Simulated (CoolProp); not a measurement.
Properties of n-nonane along the isotherm 509 K.

Computed with CoolProp (reference Helmholtz-energy equation of state, Lemmon 2006). It is a short technical equation, of lower accuracy than the large ones.

| p (MPa) | phase | Z | Joule-Thomson coefficient (K/MPa) | expansivity (1/kK) | viscosity (µPa s) | conductivity (mW/(m K)) |
|---|---|---|---|---|---|---|
| 0.428 | gas | 0.8674 | 16.99 | 3.288 | 9.08 | 31.0 |
| 0.856 | liquid | 0.04993 | 0.1838 | 2.558 | 111 | 82.6 |
| 1.28 | liquid | 0.07431 | 0.1554 | 2.467 | 113 | 83.2 |
| 1.71 | liquid | 0.09884 | 0.1296 | 2.384 | 114 | 83.8 |
| 2.14 | liquid | 0.1232 | 0.1064 | 2.309 | 116 | 84.4 |
| 2.57 | liquid | 0.1473 | 0.08536 | 2.241 | 117 | 85.0 |
| 3 | liquid | 0.1713 | 0.06617 | 2.179 | 118 | 85.5 |
| 3.42 | liquid | 0.1946 | 0.04897 | 2.124 | 120 | 86.0 |

Viscosity comes from a separate model (Huber 2004). Thermal conductivity comes from a separate model (Huber 2005).
